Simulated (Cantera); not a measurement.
# Ignition delay

Mixture: CH4 : O2 : N2 : H2O = 1 : 3.03 : 11.4 : 0.57 (molar parts), equivalence ratio 0.66, at 500000 Pa, adiabatic and at constant volume. Ignition delay is the time to a rise of 400 K.

Detailed kinetics in Cantera: GRI-Mech 3.0 (53 species, 325 reactions).

| T0 (K) | delay (ms) |
|---|---|
| 1175 | 11.1 |
| 1250 | 4.34 |
| 1325 | 1.81 |
| 1400 | 0.795 |
| 1475 | 0.369 |
| 1550 | 0.181 |
| 1625 | 0.0934 |
| 1700 | 0.0512 |

The apparent activation energy between 1550 and 1700 K is 180 kJ/mol.
